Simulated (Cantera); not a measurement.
# Hydrocarbon pyrolysis for carbon deposition

An isothermal, constant-pressure homogeneous reactor starts with CH4 : N2 = 7.6 : 14 (molar parts), at 1900 K and 760 Torr.

Detailed kinetics in Cantera: GRI-Mech 3.0 (53 species, 325 reactions). GRI-Mech 3.0 stops at C3 and has no aromatics, soot or wall deposition, so with more carbon than oxygen in the feed, carbon stays in small species such as C2H2 where larger ones or solid carbon would form.

| t (s) | x CH4 | x H2 | x H | x C2H4 | x CH2 | x CH3 |
|---|---|---|---|---|---|---|
| 0.000400 | 0.172 | 0.189 | 0.000239 | 0.0109 | 4.10e-6 | 0.00394 |
| 0.000872 | 0.109 | 0.265 | 0.000315 | 0.00347 | 2.71e-6 | 0.00247 |
| 0.00190 | 0.0612 | 0.320 | 0.000381 | 0.00133 | 1.72e-6 | 0.00143 |
| 0.00414 | 0.0310 | 0.355 | 0.000433 | 0.000741 | 9.98e-7 | 0.000748 |
| 0.00902 | 0.0147 | 0.373 | 0.000466 | 0.000617 | 5.24e-7 | 0.000365 |
| 0.0197 | 0.00695 | 0.382 | 0.000483 | 0.000603 | 2.63e-7 | 0.000175 |
| 0.0428 | 0.00366 | 0.386 | 0.000491 | 0.000606 | 1.43e-7 | 9.31e-5 |
| 0.0934 | 0.00263 | 0.387 | 0.000494 | 0.000608 | 1.04e-7 | 6.70e-5 |
| 0.203 | 0.00250 | 0.387 | 0.000494 | 0.000608 | 9.86e-8 | 6.37e-5 |
| 0.443 | 0.00250 | 0.387 | 0.000494 | 0.000608 | 9.86e-8 | 6.37e-5 |
| 0.966 | 0.00250 | 0.387 | 0.000494 | 0.000608 | 9.86e-8 | 6.36e-5 |
| 2.11 | 0.00250 | 0.387 | 0.000494 | 0.000608 | 9.86e-8 | 6.36e-5 |
| 4.59 | 0.00250 | 0.387 | 0.000494 | 0.000608 | 9.85e-8 | 6.36e-5 |
| 10.0 | 0.00250 | 0.387 | 0.000494 | 0.000608 | 9.85e-8 | 6.36e-5 |
x: mole fraction; the columns are a selection and need not sum to one.

Equilibrium at this temperature and pressure: CH4 0.00188, H2 0.388, H 0.000494, C2H4 0.000342, CH2 7.39e-8, CH3 4.78e-5 (gas phase only).
